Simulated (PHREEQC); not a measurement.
A solution holds 30 mmol/kgw HF, 0.58 mmol/kgw CsF and 0.043 mmol/kgw HCl, at 38 °C. Closed to the air; pH follows from the charge balance.

The numbers come from PHREEQC with the ion-association model, wateq4f.dat.

This is a speciation only: nothing precipitates in the calculation.

Predict the pH, ionic strength.

pH 2.46; ionic strength 0.00432 mol/kgw.

In which forms is F present?

HF 79 %, F- 13 %, H2F2 6.1 %, HF2- 2.5 % of the F.

wateq4f.dat counts part of the HF as a dimer, H2F2, which phreeqc.dat doesn't know; its constant is uncertain. Away from 25 °C the constants follow the database's enthalpies or fits; those with neither stay at their 25 °C values.
